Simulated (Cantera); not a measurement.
Gas mixture: N2 : CO = 0.66 : 0.35 (molar parts), at 0.681 atm, frozen composition.

Cantera's kinetic-theory transport with the Lennard-Jones parameters of GRI-Mech 3.0, ideal gas; thermal conductivity in the mixture-averaged form.

D: mixture-averaged diffusion coefficient of that species in the mixture.

```csv
T (K),ρ (kg/m³),cp (J/kg/K),μ (µPa s),λ (mW/m/K),Pr,D (cm²/s) N2,D (cm²/s) CH3,D (cm²/s) H
400,0.581,1047,22.2,…,0.718,0.502,0.549,2.97
600,0.387,1078,29.4,…,0.708,1.00,1.10,5.99
800,0.291,1127,35.6,…,0.707,1.63,1.80,9.75
1000,0.232,1174,41.3,…,0.710,2.36,2.62,14.2
1200,0.194,1209,46.5,…,0.710,3.20,3.55,19.2
1400,0.166,1236,51.3,…,0.709,4.13,4.59,24.9
1600,0.145,1258,56.0,…,0.708,5.15,5.72,31.0
1800,0.129,1275,60.4,…,0.707,6.26,6.96,37.7
```

Task: Fill in the missing entries.

Result: 
- 400, λ (mW/m/K): 32.4
- 600, λ (mW/m/K): 44.8
- 800, λ (mW/m/K): 56.8
- 1000, λ (mW/m/K): 68.2
- 1200, λ (mW/m/K): 79.1
- 1400, λ (mW/m/K): 89.5
- 1600, λ (mW/m/K): 99.4
- 1800, λ (mW/m/K): 109
